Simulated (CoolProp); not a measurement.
A closed Brayton cycle with dry air: compressor inlet 308.15 K and 6.1 MPa, high pressure 17.6 MPa, turbine inlet 895 K, compressor efficiency 0.85, turbine efficiency 0.85, recuperator effectiveness 0.9 (on enthalpy, no pinch check). Each further row changes one setting.

Computed with CoolProp (reference Helmholtz-energy equation of state, Lemmon 2000). It is a pseudo-pure fit of the blend.

```
case                           thermal efficiency (%)  net work (kJ/kg)  compressor to turbine work  compressor exit (K)  turbine exit (K)
-----------------------------  ----------------------  ----------------  --------------------------  -------------------  ----------------
as stated                                        31.6              77.5                        0.63                437.8             710.9
turbine inlet 845 K                              28.7              65.7                        0.67                437.8             669.6
compressor inlet 318.15 K                        30.0              72.9                        0.65                451.8             710.9
high pressure 15 MPa                             32.6              72.2                        0.60                415.6             735.9
recuperator effectiveness 0.5                    21.4              77.5                        0.63                437.8             710.9
```
